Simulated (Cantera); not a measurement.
A closed system holds: 1 mol SiH4, 0.023 mol C2H4, 1.3 mol H2, at 2300 Pa.

Equilibrium computed with Cantera from the NASA thermochemical tables; the gas is ideal and each condensed phase is pure. Candidate condensed phases: C, C6H6, C7H8, C8H18, Si, SiC; 87 gas species. Mutual solubility and eutectic melting of coexisting phases are not modelled. Gases not in the tables: Si2H6 and higher silanes. Rates play no part.

Q: Which condensed phases are stable at each of these points (T (K)): 1248, 1348, 1448, 1548, 1648, 1748, 1848, 1948, 2048, 2148?

A: 
| T (K) | condensed phases | Si condensed (%) |
|---|---|---|
| 1248 | Si(s) + SiC(s) | 100.0 |
| 1348 | Si(s) + SiC(s) | 100.0 |
| 1448 | Si(s) + SiC(s) | 100.0 |
| 1548 | Si(s) + SiC(s) | 100.0 |
| 1648 | Si(s) + SiC(s) | 100.0 |
| 1748 | Si(l) + SiC(s) | 100.0 |
| 1848 | Si(l) + SiC(s) | 99.9 |
| 1948 | Si(l) + SiC(s) | 99.6 |
| 2048 | Si(l) + SiC(s) | 98.6 |
| 2148 | Si(l) + SiC(s) | 96.0 |

From 1248 K to 1648 K the condensed part is Si(s) + SiC(s). From 1748 K to 2148 K the condensed part is Si(l) + SiC(s).
